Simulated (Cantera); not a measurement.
Input (Python, Cantera):

```python
import numpy as np
import cantera as ct

gas = ct.Solution("gri30.yaml", transport_model="multicomponent")
show = ['CH4', 'C2H2', 'O']

rows = []
print(f"{'T/K':>7s}{'rho':>11s}{'cp':>10s}{'mu':>11s}{'lambda':>11s}{'Pr':>7s}" + "".join(f"{'D_' + s:>11s}" for s in show))
for T in [400, 600, 800, 1000, 1200, 1400, 1600, 1800, 2000]:
    gas.TPX = T, 17, {'CH3OH': 0.21}
    Pr = gas.cp_mass * gas.viscosity / gas.thermal_conductivity
    D = [gas.mix_diff_coeffs_mole[gas.species_index(s)] for s in show]
    rows.append([gas.density, gas.cp_mass, gas.viscosity, gas.thermal_conductivity, Pr, *D])
    print(f"{T:7g}{gas.density:11.4e}{gas.cp_mass:10.1f}{gas.viscosity:11.4e}"
          f"{gas.thermal_conductivity:11.4e}{Pr:7.3f}" + "".join(f"{d:11.4e}" for d in D))
print("SI units: kg/m3, J/kg/K, Pa s, W/m/K, m2/s")
```

It prints:

```
    T/K        rho        cp         mu     lambda     Pr      D_CH4     D_C2H2        D_O
    400 1.6379e-04    1604.1 1.3101e-05 2.8083e-02  0.748 1.6800e-01 1.2141e-01 2.4992e-01
    600 1.0919e-04    2101.4 1.9689e-05 5.5217e-02  0.749 3.5680e-01 2.6238e-01 5.1865e-01
    800 8.1893e-05    2490.7 2.5767e-05 8.5487e-02  0.751 5.9722e-01 4.4392e-01 8.5703e-01
   1000 6.5514e-05    2798.1 3.1307e-05 1.1659e-01  0.751 8.8268e-01 6.6056e-01 1.2569e+00
   1200 5.4595e-05    3031.2 3.6380e-05 1.4678e-01  0.751 1.2089e+00 9.0874e-01 1.7129e+00
   1400 4.6796e-05    3214.4 4.1062e-05 1.7580e-01  0.751 1.5727e+00 1.1859e+00 2.2212e+00
   1600 4.0946e-05    3357.2 4.5424e-05 2.0331e-01  0.750 1.9720e+00 1.4903e+00 2.7788e+00
   1800 3.6397e-05    3468.1 4.9524e-05 2.2925e-01  0.749 2.4050e+00 1.8205e+00 3.3835e+00
   2000 3.2757e-05    3554.5 5.3410e-05 2.5370e-01  0.748 2.8704e+00 2.1754e+00 4.0334e+00
SI units: kg/m3, J/kg/K, Pa s, W/m/K, m2/s
```

Computed with Cantera and GRI-Mech 3.0 (53 species, 325 reactions). Polar gases are described roughly by these parameters. The composition is frozen, though it would react at the higher temperatures.
